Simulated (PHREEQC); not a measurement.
Dissolve 0.0021 mol Cu(BF4)2 and 0.0072 mol HBF4 per kg of water at 20 °C. It is in equilibrium with CO2 at log p = -1 (atm). Otherwise closed; pH follows from the charge balance.

All values are PHREEQC results (ion-association model, wateq4f.dat), not measurements.

Each row changes one thing in this solution. This is a speciation only: nothing precipitates in the calculation.

| case | pH | ionic strength (mol/kgw) | BF4- (mol/kgw) | HF (mol/kgw) | H3BO3 (mol/kgw) | F- (mol/kgw) |
|---|---|---|---|---|---|---|
| as made | 2.22 | 0.0129 | 0.00937 | 0.00510 | 0.00128 | 0.000697 |
| diluted 5-fold with water | 2.78 | 0.00301 | 0.00119 | 0.00249 | 0.000852 | 0.00116 |
| HBF4 left out | 3.00 | 0.00728 | 0.00268 | 0.00255 | 0.00101 | 0.00203 |
| 0.0033 mol/kgw Na2CO3 added | 2.84 | 0.0144 | 0.00916 | 0.00365 | 0.00114 | 0.00207 |
| Cu(BF4)2 replaced by NaHF2 at the same molality | 2.29 | 0.00760 | 0.00625 | 0.00562 | 0.000505 | 0.000887 |
| Cu(BF4)2 from 0.0021 to 0.0105 mol/kgw | 2.23 | 0.0382 | 0.0252 | 0.00618 | 0.00141 | 0.000927 |

Real BF4- forms and hydrolyses slowly; the run takes it at equilibrium.
